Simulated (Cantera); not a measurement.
Input (Python, Cantera) and output of one run.

```python
import numpy as np
import cantera as ct

gas_names = """
    F F2 H HF H2 H2F2 H3F3 H4F4 H5F5 H6F6 H7F7 Mg MgF MgF2 MgH Mg2 Mg2F4
""".split()
cond_names = """
    Mg(cr) Mg(L) MgF2(s) MgF2(L)
""".split()


def load(file, names, dense=False):
    # The tables refer to 1 bar. Condensed volumes are neglected.
    table = {s.name: s for s in ct.Species.list_from_file(file)}
    out = []
    for n in names:
        d = dict(table[n].input_data)
        d["thermo"] = dict(d["thermo"], **{"reference-pressure": 1e5})
        if dense:
            d["equation-of-state"] = {"model": "constant-volume", "density": "1e6 g/cm^3"}
        out.append(ct.Species.from_dict(d))
    return out


gas = ct.Solution(thermo="ideal-gas", species=load("nasa_gas.yaml", gas_names))
cond = {s.name: ct.Solution(thermo="fixed-stoichiometry", species=[s], name=s.name)
        for s in load("nasa_condensed.yaml", cond_names, dense=True)}
atoms = {
    'MgF2': {'Mg': 1, 'F': 2},
    'H2': {'H': 2},
}
top_T = {}  # K; cautious upper limits of use, not melting points


def equilibrate(T, P, feed):
    n = {}
    for name, mol in feed.items():
        for a, k in atoms[name].items():
            n[a] = n.get(a, 0.0) + k * mol
    gas.TPX = T, P, n
    mass = sum(n.values()) * gas.mean_molecular_weight
    gas.equilibrate("TP")
    valid = [c for c in cond.values() if c.min_temp <= T <= top_T.get(c.name, c.max_temp)]
    mix = ct.Mixture([(gas, mass / gas.mean_molecular_weight)] + [(c, 0.0) for c in valid])
    mix.T, mix.P = T, P
    mix.equilibrate("TP", solver="vcs", rtol=1e-11, max_steps=5000)
    return mix


results = []
feed = {'MgF2': 1, 'H2': 0.31}  # mol
P = 1000  # Pa
for T in [1150, 1250, 1350, 1450, 1550, 1650, 1750, 1850, 1950, 2050]:
    mix = equilibrate(T, P, feed)
    results.append((T, P, feed, dict(zip(mix.species_names, mix.species_moles))))

top = {s: max(r[3][s] / sum(r[3][g] for g in gas_names) for r in results) for s in gas_names}
cols = sorted((s for s in top if top[s] > 1e-06), key=lambda s: -top[s])[:6]
seen = [c for c in cond_names if any(r[3].get(c, 0) > 1e-12 for r in results)]
print("log10 of partial pressures in bar; condensed amounts in mol")
print(f"{'T/K':>10s}" + "".join(f"{s[:9]:>10s}" for s in cols + seen))
for T, P, feed, n in results:
    ng = sum(n[g] for g in gas_names)
    print(f"{T:10.4g}" + "".join(f"{np.log10(max(n[s] / ng * P / 1e5, 1e-99)):10.3f}" for s in cols)
          + "".join(f"{n.get(c, 0):10.4g}" for c in seen))
```

Output:

```
log10 of partial pressures in bar; condensed amounts in mol
       T/K        H2      MgF2        HF        Mg       MgF         H   MgF2(s)   MgF2(L)
      1150    -2.000    -8.237    -6.420    -6.722    -8.979    -8.127         1         0
      1250    -2.000    -6.863    -5.567    -5.872    -7.680    -7.316         1         0
      1350    -2.001    -5.700    -4.844    -5.153    -6.580    -6.623    0.9997         0
      1450    -2.005    -4.704    -4.222    -4.541    -5.639    -6.027    0.9984         0
      1550    -2.020    -3.860    -3.691    -4.024    -4.841    -5.512         0    0.9921
      1650    -2.067    -3.230    -3.270    -3.623    -4.221    -5.075         0    0.9688
      1750    -2.220    -2.678    -2.932    -3.315    -3.699    -4.743         0    0.8697
      1850    -2.861    -2.222    -2.801    -3.244    -3.354    -4.699         0         0
      1950    -2.965    -2.257    -2.691    -3.135    -3.244    -4.423         0         0
      2050    -3.097    -2.294    -2.607    -3.053    -3.156    -4.193         0         0
```

Cantera equilibrium calculation (NASA polynomials, part measured and part estimated; ideal gas, pure solids and liquids). The tables' values for MgH are old estimates; treat these amounts as uncertain.
